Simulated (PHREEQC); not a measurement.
Model water analysis in mg/L, 25 °C, pH 5.74, pe 12.8: Na 1.05; K 0.00584; Ca 10.2; Mg 0.0464; Cl 6.92; S(6) as SO4 4.52; Alkalinity as HCO3 15.9; N(5) as NO3 0.616; Sr 0.0174.

Valence states are taken as typed.

Equilibrium calculation in PHREEQC: ion-association model, phreeqc.dat.

```json
{
 "ionic_strength": "0.000857 mol/kgw",
 "charge_balance_error": "-0.1 %"
}
```

```tsv
species	molality	activity	log γ
CO2	0.00104	0.00104	0.000
HCO3-	0.000262	0.000253	-0.014
Ca+2	0.000252	0.000221	-0.057
Cl-	0.000195	0.000189	-0.014
Na+	4.57e-5	4.42e-5	-0.014
SO4-2	4.55e-5	3.99e-5	-0.057
NO3-	9.94e-6	9.61e-6	-0.015
Mg+2	1.89e-6	1.66e-6	-0.057
H+	1.88e-6	1.82e-6	-0.014
CaSO4	1.57e-6	1.57e-6	0.000
CaHCO3+	7.39e-7	7.15e-7	-0.014
Sr+2	1.97e-7	1.72e-7	-0.057
K+	1.49e-7	1.44e-7	-0.014
(CO2)2	1.97e-8	1.97e-8	0.000
MgSO4	1.55e-8	1.55e-8	0.000
```

No solid was allowed to form. Species that the database lacks are ignored.
